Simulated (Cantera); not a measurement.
A freely propagating, adiabatic, planar premixed flame of 8.90 % CH4, 19.1 % O2, 72.0 % N2, unburnt at 300 K and 1580 Torr; mixture-averaged transport, grid criteria slope 0.08 and curve 0.16, no radiation.

Computed with Cantera and GRI-Mech 3.0 (53 species, 325 reactions). Burning velocities carry a grid error of a few per cent, more on coarse grids.

Problem. Predict: laminar burning velocity; thermal thickness; peak x(C2H4); peak x(H).

Solution. 
```
Property                     Result
------------------------  ---------
laminar burning velocity  26.8 cm/s
thermal thickness          0.275 mm
peak x(C2H4)               0.000434
peak x(H)                   0.00299
```
